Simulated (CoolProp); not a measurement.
Vapour-liquid equilibrium of propane (1) + isohexane (2) at -12.15 °C; x and y are mole fractions of (1).

Values from CoolProp's multi-fluid Helmholtz-energy mixture model, Lemmon 2009 and Lemmon 2006; pair parameters Bell 2016.

```tsv
x	bubble pressure, mixture model (kPa)	bubble pressure, Raoult's law (kPa)	y, mixture model	y, Raoult's law
0.05	21.17	20.50	0.788	0.784
0.125	45.63	44.25	0.908	0.908
0.2	69.75	68.00	0.944	0.945
0.275	93.55	91.76	0.961	0.963
0.35	117.1	115.5	0.971	0.974
0.425	140.3	139.3	0.978	0.981
0.5	163.4	163.0	0.983	0.986
0.575	186.4	186.8	0.987	0.989
0.65	209.3	210.5	0.990	0.992
0.725	232.4	234.3	0.993	0.995
0.8	255.8	258.0	0.995	0.996
0.875	279.6	281.8	0.997	0.998
0.95	304.3	305.5	0.999	0.999
```

The largest gap from Raoult's law is +3.3 % in bubble pressure, at x = 0.05. No azeotrope shows between x = 0.05 and 0.95.

Pair parameters are fitted to limited data, so mixtures are less certain than the pure fluids. The gap from Raoult's law changes sign with composition, which may be real or a fault of the pair parameters; it wasn't checked against measurements.
